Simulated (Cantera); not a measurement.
An isothermal, constant-pressure homogeneous reactor starts with NO : N₂ = 1 : 0.77 (molar parts), at 1723 K and 1.68 atm. Integrator tolerance rtol = 1e-08.

Model: GRI-Mech 3.0 (53 species, 325 reactions), integrated in Cantera.

**Question.** What does this change do: N2 0.77 to 0.41 parts?

**Answer.** 
```tsv
quantity	before	after
x(NO) at 10.0 s	0.161 (gas-phase equilibrium 0.00350)	0.170 (gas-phase equilibrium 0.00372)
x(O₂) at 10.0 s	0.202 (gas-phase equilibrium 0.281)	0.269 (gas-phase equilibrium 0.353)
x(NO₂) at 10.0 s	0.000610 (gas-phase equilibrium 1.56e-5)	0.000744 (gas-phase equilibrium 1.86e-5)
x(N₂) at 10.0 s	0.637 (gas-phase equilibrium 0.716)	0.560 (gas-phase equilibrium 0.644)
x(O) at 10.0 s	1.98e-5 (gas-phase equilibrium 2.32e-5)	2.29e-5 (gas-phase equilibrium 2.61e-5)
```

**Question.** What does this change do: N2 0.77 to 2.8 parts?

**Answer.** 
```json
[
 {"quantity": "x(NO) at 10.0 s", "before": "0.161 (gas-phase equilibrium 0.00350)", "after": "0.122 (gas-phase equilibrium 0.00262)"},
 {"quantity": "x(O₂) at 10.0 s", "before": "0.202 (gas-phase equilibrium 0.281)", "after": "0.0703 (gas-phase equilibrium 0.130)"},
 {"quantity": "x(NO₂) at 10.0 s", "before": "0.000610 (gas-phase equilibrium 1.56e-5)", "after": "0.000275 (gas-phase equilibrium 7.98e-6)"},
 {"quantity": "x(N₂) at 10.0 s", "before": "0.637 (gas-phase equilibrium 0.716)", "after": "0.807 (gas-phase equilibrium 0.867)"},
 {"quantity": "x(O) at 10.0 s", "before": "1.98e-5 (gas-phase equilibrium 2.32e-5)", "after": "1.18e-5 (gas-phase equilibrium 1.58e-5)"}
]
```

**Question.** What does this change do: N2 0.77 to 0.24 parts?

**Answer.** 
| quantity | before | after |
|---|---|---|
| x(NO) at 10.0 s | 0.161 (gas-phase equilibrium 0.00350) | 0.174 (gas-phase equilibrium 0.00382) |
| x(O₂) at 10.0 s | 0.202 (gas-phase equilibrium 0.281) | 0.315 (gas-phase equilibrium 0.401) |
| x(NO₂) at 10.0 s | 0.000610 (gas-phase equilibrium 1.56e-5) | 0.000827 (gas-phase equilibrium 2.04e-5) |
| x(N₂) at 10.0 s | 0.637 (gas-phase equilibrium 0.716) | 0.509 (gas-phase equilibrium 0.595) |
| x(O) at 10.0 s | 1.98e-5 (gas-phase equilibrium 2.32e-5) | 2.47e-5 (gas-phase equilibrium 2.78e-5) |
